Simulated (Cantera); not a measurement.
What does this Cantera script print?

```python
import numpy as np
import cantera as ct

gas_names = """
    C CN CO CO2 C2 CCN CNC C2N2 C2O C3 C3O2 C4 C4N2 C5 Fe FeC5O5 FeO N NCO NO NO2 NO3 N2 N2O O O2 O3
""".split()
cond_names = """
    C(gr) Fe(a) Fe(c) Fe(d) Fe(L) FeC5O5(L) FeO(s) FeO(L) Fe2O3(s) Fe3O4(s)
""".split()


def load(file, names, dense=False):
    # The tables refer to 1 bar. Condensed volumes are neglected.
    table = {s.name: s for s in ct.Species.list_from_file(file)}
    out = []
    for n in names:
        d = dict(table[n].input_data)
        d["thermo"] = dict(d["thermo"], **{"reference-pressure": 1e5})
        if dense:
            d["equation-of-state"] = {"model": "constant-volume", "density": "1e6 g/cm^3"}
        out.append(ct.Species.from_dict(d))
    return out


gas = ct.Solution(thermo="ideal-gas", species=load("nasa_gas.yaml", gas_names))
cond = {s.name: ct.Solution(thermo="fixed-stoichiometry", species=[s], name=s.name)
        for s in load("nasa_condensed.yaml", cond_names, dense=True)}
atoms = {
    'Fe(CO)5': {'Fe': 1, 'C': 5, 'O': 5},
    'N2': {'N': 2},
}
top_T = {'C(gr)': 4500, 'Fe2O3(s)': 1830, 'Fe3O4(s)': 1870}  # K; cautious upper limits of use, not melting points


def equilibrate(T, P, feed):
    n = {}
    for name, mol in feed.items():
        for a, k in atoms[name].items():
            n[a] = n.get(a, 0.0) + k * mol
    gas.TPX = T, P, n
    mass = sum(n.values()) * gas.mean_molecular_weight
    gas.equilibrate("TP")
    valid = [c for c in cond.values() if c.min_temp <= T <= top_T.get(c.name, c.max_temp)]
    mix = ct.Mixture([(gas, mass / gas.mean_molecular_weight)] + [(c, 0.0) for c in valid])
    mix.T, mix.P = T, P
    mix.equilibrate("TP", solver="vcs", rtol=1e-11, max_steps=5000)
    return mix


results = []
T = 898  # K
P = 133.322  # Pa
for m in [0.42, 0.82, 1.6, 3.1, 5.9, 11, 22, 43]:
    feed = {'Fe(CO)5': 1, 'N2': m}  # mol
    mix = equilibrate(T, P, feed)
    results.append((T, P, feed, dict(zip(mix.species_names, mix.species_moles))))
    x = sorted(zip(gas.X, gas.species_names), reverse=True)
    print(f"T = {T:g} K  P = {P:g} Pa  n(N2) = {m:g} mol  gas = {mix.phase_moles(0):.4g} mol")
    print("   x: " + "  ".join(f"{s} {v:.3e}" for v, s in x if v > 0.001))
    print("   condensed (mol): " + ("  ".join(f"{mix.phase(i).name} {mix.phase_moles(i):.4g}"
          for i in range(1, mix.n_phases) if mix.phase_moles(i) > 1e-12) or "none"))
```

Result:

```
T = 898 K  P = 133.322 Pa  n(N2) = 0.42 mol  gas = 5.385 mol
   x: CO 9.154e-01  N2 7.800e-02  CO2 6.565e-03
   condensed (mol): C(gr) 0.03535  Fe(a) 1
T = 898 K  P = 133.322 Pa  n(N2) = 0.82 mol  gas = 5.787 mol
   x: CO 8.526e-01  N2 1.417e-01  CO2 5.695e-03
   condensed (mol): C(gr) 0.03296  Fe(a) 1
T = 898 K  P = 133.322 Pa  n(N2) = 1.6 mol  gas = 6.571 mol
   x: CO 7.521e-01  N2 2.435e-01  CO2 4.431e-03
   condensed (mol): C(gr) 0.02912  Fe(a) 1
T = 898 K  P = 133.322 Pa  n(N2) = 3.1 mol  gas = 8.076 mol
   x: CO 6.132e-01  N2 3.838e-01  CO2 2.946e-03
   condensed (mol): C(gr) 0.02379  Fe(a) 1
T = 898 K  P = 133.322 Pa  n(N2) = 5.9 mol  gas = 10.88 mol
   x: N2 5.422e-01  CO 4.562e-01  CO2 1.630e-03
   condensed (mol): C(gr) 0.01774  Fe(a) 1
T = 898 K  P = 133.322 Pa  n(N2) = 11 mol  gas = 15.99 mol
   x: N2 6.880e-01  CO 3.112e-01
   condensed (mol): C(gr) 0.01213  Fe(a) 1
T = 898 K  P = 133.322 Pa  n(N2) = 22 mol  gas = 26.99 mol
   x: N2 8.150e-01  CO 1.847e-01
   condensed (mol): C(gr) 0.007214  Fe(a) 1
T = 898 K  P = 133.322 Pa  n(N2) = 43 mol  gas = 48 mol
   x: N2 8.959e-01  CO 1.040e-01
   condensed (mol): C(gr) 0.004067  Fe(a) 1
```

These are equilibrium values from Cantera (NASA tables, ideal gas, pure condensed phases), not measurements of a reactor. Condensed phases not in the tables: cementite and carbon dissolved in iron.
